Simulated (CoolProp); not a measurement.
Values from CoolProp's reference Helmholtz-energy equation of state, Thol 2014.

Question: Give the vapour pressure (kPa), liquid density (kg/m³), vapour Z, surface tension (mN/m) of saturated chloromethane (R40) at 302, 318.6 K.

Answer: 
| T (K) | p (kPa) | liquid density (kg/m³) | vapour Z | surface tension (mN/m) |
|---|---|---|---|---|
| 302 | 645 | 904 | 0.883 | 14.8 |
| 318.6 | 1000 | 868 | 0.845 | 12.2 |

Surface tension comes from a separate correlation (Mulero 2014).
